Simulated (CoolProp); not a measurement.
Values from CoolProp's reference Helmholtz-energy equation of state, Thol 2016.

Give the vapour pressure (kPa), enthalpy of vaporisation (kJ/kg), liquid viscosity (µPa s), liquid conductivity (mW/(m K)) of saturated R1234ze(E) at 20.25, 68.85, 93.15 °C.


| T (°C) | p (kPa) | enthalpy of vaporisation (kJ/kg) | liquid viscosity (µPa s) | liquid conductivity (mW/(m K)) |
|---|---|---|---|---|
| 20.25 | 431 | 170 | 199 | 75.9 |
| 68.85 | 1570 | 125 | 108 | 60.1 |
| 93.15 | 2640 | 87.1 | 75.6 | 53.0 |

Viscosity comes from a separate model (Bell 2016), an estimate that may be off by 10 % or more. Thermal conductivity comes from a separate model (Perkins 2011).
